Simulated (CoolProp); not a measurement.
1000 sccm (0 °C, 1 atm) of nitrogen bubbles through liquid decamethylcyclopentasiloxane (D5) at 364.5 K and leaves saturated at a total pressure of 0.0291 MPa (ideal gas phase). Each further row changes one setting.

Computed with CoolProp (reference Helmholtz-energy equation of state, Thol 2019).

```tsv
case	vapour pressure (kPa)	mole fraction of vapour	delivery (mg/min)	delivery (sccm)	change of delivery for a bath 1 K warmer (%)
as stated	1.64	0.0562	[?]	[?]	[?]
bath temperature 369.5 K	2.10	[?]	1290	[?]	[?]
total pressure 0.0582 MPa	1.64	[?]	479	[?]	5.3
```

Problem. Some entries are withheld; supply them.

Solution. 
- as stated, delivery (mg/min): 986
- as stated, delivery (sccm): 59.6
- as stated, change of delivery for a bath 1 K warmer (%): 5.5
- bath temperature 369.5 K, mole fraction of vapour: 0.0721
- bath temperature 369.5 K, delivery (sccm): 77.7
- bath temperature 369.5 K, change of delivery for a bath 1 K warmer (%): 5.4
- total pressure 0.0582 MPa, mole fraction of vapour: 0.0281
- total pressure 0.0582 MPa, delivery (sccm): 28.9
